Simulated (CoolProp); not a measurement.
Tetrahydrofuran along the isobar 0.101 MPa: Z from the reference equation and from simpler models built on Tc = 540.2 K, pc = 5.304 MPa, ω = 0.234; each cubic takes its own stable root.

The numbers come from the reference Helmholtz-energy equation of state, Fiedler 2023 in CoolProp.

```
T (K)   phase   reference  Redlich-Kwong  Soave-Redlich-Kwong  Peng-Robinson
-----  ------  ----------  -------------  -------------------  -------------
171.9  liquid    0.005013       0.005609             0.005585       0.004990
197.3  liquid    0.004487       0.004986             0.004949       0.004416
222.8  liquid    0.004084       0.004516             0.004467       0.003981
248.2  liquid    0.003771     (withheld)             0.004096       0.003646
273.6  liquid    0.003523       0.003877             0.003806     (withheld)
299    liquid    0.003325       0.003661             0.003579       0.003176
324.4  liquid  (withheld)         0.9730             0.003403       0.003015
349.8     gas      0.9745         0.9780               0.9757         0.9748
375.2     gas      0.9795         0.9819               0.9801         0.9792
400.6     gas      0.9832         0.9849               0.9836         0.9826
426       gas      0.9862         0.9872               0.9863         0.9854
451.5     gas      0.9885         0.9891               0.9885         0.9876
476.9     gas      0.9903         0.9907               0.9903         0.9894
```

Task: Some entries are withheld; supply them.

Result: 
- 248.2, Redlich-Kwong: 0.004156
- 273.6, Peng-Robinson: 0.003383
- 324.4, reference: 0.003167

At some of these states Redlich-Kwong gives the other phase, because its saturation line lies elsewhere.
